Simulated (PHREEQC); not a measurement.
A solution holds 2.6 mol KOH and 4.5 mol CaCl2 per kg of water, at 25 °C. Closed to the air; pH follows from the charge balance.

Computed with PHREEQC (Pitzer model, pitzer.dat).

```json
[
 {"quantity": "pH", "before": "12.14", "after": "14.89"},
 {"quantity": "SI of Sylvite (KCl)", "before": "+0.40", "after": "+0.29"}
]
```

Question: Which change was made?
(A) CaCl2 replaced by KCl at the same molality
(B) 0.31 mol/kgw NaOH added
(C) CaCl2 from 4.5 to 2.25 mol/kgw

Answer: A, CaCl2 replaced by KCl at the same molality

Precipitation was switched off in this run. Some of these states are supersaturated (in Portlandite, Sylvite, for instance). In brines, pH and single-ion activities rest on the MacInnes convention.
